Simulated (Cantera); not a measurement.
Input: 1 mol Mg(OH)2, 1.2 mol CO2, at 65000 Pa.

These are equilibrium values from Cantera (NASA tables, ideal gas, pure condensed phases), not measurements of a reactor. Candidate condensed phases: C, C6H6, C7H8, C8H18, H2O, Mg, MgCO3, MgO, Mg(OH)2; 116 gas species. Kinetics and transport are ignored. All values below are at 1550 K.

Base state: CO2 0.545, H2O 0.454, CO 0.000423, O2 0.000261, H2 0.000126, OH 5.31e-5 (mole fractions); condensed: MgO(s).

Task: What changes in the equilibrium state with this change: Mg(OH)2 replaced by Ca(OH)2?

Result: 
```json
[
 {"species": "CO2", "before": "0.545", "after": "0.545"},
 {"species": "H2O", "before": "0.454", "after": "0.454"},
 {"species": "CO", "before": "0.000423", "after": "0.000423"},
 {"species": "OH", "before": "5.31e-5", "after": "5.31e-5"},
 {"species": "H2", "before": "0.000126", "after": "0.000126"},
 {"species": "O2", "before": "0.000261", "after": "0.000261"},
 {"species": "MgO(s), mol", "before": "1.00", "after": "0"},
 {"species": "CaO(s), mol", "before": "0", "after": "1.000"}
]
```
Further candidate phases: Ca, CaCO3, CaO, Ca(OH)2.
